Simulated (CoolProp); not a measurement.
Properties of n-perfluorohexane at several states.

The numbers come from the reference Helmholtz-energy equation of state, Gao 2022 in CoolProp.

| T (K) | p (MPa) | phase | cp (kJ/(kg K)) | cv (kJ/(kg K)) | speed of sound (m/s) | isothermal compressibility (1/MPa) | expansivity (1/kK) | fugacity coefficient |
|---|---|---|---|---|---|---|---|---|
| 281.2 | 8.04 | liquid | 1.012 | 0.8286 | 605.3 | 0.001902 | 1.477 | 0.003162 |
| 446.2 | 0.371 | gas | 1.022 | 0.9847 | 97.90 | 2.946 | 3.005 | 0.9251 |
| 245.6 | 0.0749 | liquid | 0.9645 | 0.7722 | 654.3 | 0.001600 | 1.511 | 0.02061 |
